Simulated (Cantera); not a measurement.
Charge: 1 mol Ti, 10 mol O₂, 4 mol H₂, at 92.0 Pa.

Cantera equilibrium calculation (NASA polynomials, part measured and part estimated; ideal gas, pure solids and liquids). Candidate condensed phases: H₂O, Ti, TiO, TiO₂, Ti₂O₃, Ti₃O₅, Ti₄O₇; 12 gas species. Kinetics and transport are ignored.

### Question
At 1823 K, list the 6 most abundant gas species with their mole fractions, and the condensed phases.

### Answer
O₂ 0.629, H₂O 0.355, OH 0.0113, O 0.00394, H₂ 0.000982, H 0.000448. Condensed: TiO₂(rutile).
